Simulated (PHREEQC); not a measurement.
Consider water at 90 °C with 0.0018 mol/kgw NH3, 0.048 mol/kgw NaAlO2 and 0.0041 mol/kgw Na2CO3. Closed to the air; pH follows from the charge balance.

All values are PHREEQC results (ion-association model, wateq4f.dat), not measurements.

```
quantity                      before     after
--------------------------  --------  --------
pH                              9.41      8.95
Na+ (mol/kgw)                 0.0537   0.00559
NaCO3- (mol/kgw)             0.00252   3.15e-5
HCO3- (mol/kgw)              0.00115  0.000347
CO3-2 (mol/kgw)             0.000414   2.93e-5
SI of Al(OH)3(a) (Al(OH)3)     -0.92     -1.39
SI of Boehmite (AlOOH)         +1.52     +1.04
```

### Question
Which change was made?
A) diluted 10-fold with water
B) NH3 from 0.0018 to 0.0009 mol/kgw
C) 0.0017 mol/kgw HF added
D) 0.046 mol/kgw TMAH added
E) NH3 left out

### Answer
A, diluted 10-fold with water

No solid was allowed to form. Some of these states are supersaturated (in Boehmite (slow to form), Gibbsite (slow to form), for instance). Away from 25 °C the constants follow the database's enthalpies or fits; those with neither stay at their 25 °C values.
